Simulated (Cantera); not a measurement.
Cantera run, input and output.

```python
import numpy as np
import cantera as ct

gas = ct.Solution("h2o2.yaml")
gas.TPX = 1350, 13332, {'H2': 1.4, 'O2': 1, 'N2': 4.6}
inlet = ct.Reservoir(gas, clone=True)

reactor = ct.IdealGasConstPressureReactor(gas, energy="off", clone=False)
exhaust = ct.Reservoir(gas, clone=True)
tau = [13, 3.9, 1.2, 0.38, 0.12, 0.037, 0.011, 0.0036, 0.0011, 0.00034, 0.00011][0]
for a, b in ((inlet, reactor), (reactor, exhaust)):
    ct.MassFlowController(a, b, mdot=lambda t: reactor.mass / tau)
net = ct.ReactorNet([reactor])
show = ['H2', 'O2', 'O', 'OH', 'H2O', 'HO2']

rows = []
print(f"{'tau/s':>10s}{'T/K':>9s}" + "".join(f"{s:>11s}" for s in show))
for tau in [13, 3.9, 1.2, 0.38, 0.12, 0.037, 0.011, 0.0036, 0.0011, 0.00034, 0.00011]:
    net.initial_time = 0.0
    net.advance(30 * tau)
    before = gas.X
    net.advance(40 * tau)
    drift = np.max(np.abs(gas.X - before) / (gas.X + 1e-9))
    rows.append([gas.T, *gas[show].X, drift])
    print(f"{tau:10.3e}{gas.T:9.1f}" + "".join(f"{x:11.3e}" for x in gas[show].X))
```

It prints:

```
     tau/s      T/K         H2         O2          O         OH        H2O        HO2
 1.300e+01   1350.0  9.632e-05  4.755e-02  3.544e-05  3.662e-04  2.219e-01  6.581e-07
 3.900e+00   1350.0  2.162e-04  4.754e-02  8.022e-05  5.492e-04  2.216e-01  1.281e-06
 1.200e+00   1350.0  4.753e-04  4.756e-02  1.782e-04  8.162e-04  2.212e-01  2.245e-06
 3.800e-01   1350.0  1.015e-03  4.765e-02  3.862e-04  1.199e-03  2.202e-01  3.449e-06
 1.200e-01   1350.0  2.137e-03  4.794e-02  8.300e-04  1.755e-03  2.182e-01  4.661e-06
 3.700e-02   1350.0  4.420e-03  4.873e-02  1.781e-03  2.562e-03  2.138e-01  5.653e-06
 1.100e-02   1350.0  8.768e-03  5.065e-02  3.789e-03  3.692e-03  2.044e-01  6.353e-06
 3.600e-03   1350.0  1.495e-02  5.403e-02  7.182e-03  4.952e-03  1.885e-01  6.764e-06
 1.100e-03   1350.0  2.313e-02  5.938e-02  1.258e-02  6.278e-03  1.637e-01  6.980e-06
 3.400e-04   1350.0  3.276e-02  6.593e-02  1.763e-02  7.235e-03  1.367e-01  7.040e-06
 1.100e-04   1350.0  4.948e-02  7.528e-02  1.835e-02  7.650e-03  1.120e-01  7.215e-06
```

Model: the H2/O2 subset of GRI-Mech 3.0, which has no nitrogen chemistry, integrated in Cantera. The temperature is held fixed by assumption; the heat of reaction is taken as removed at once.
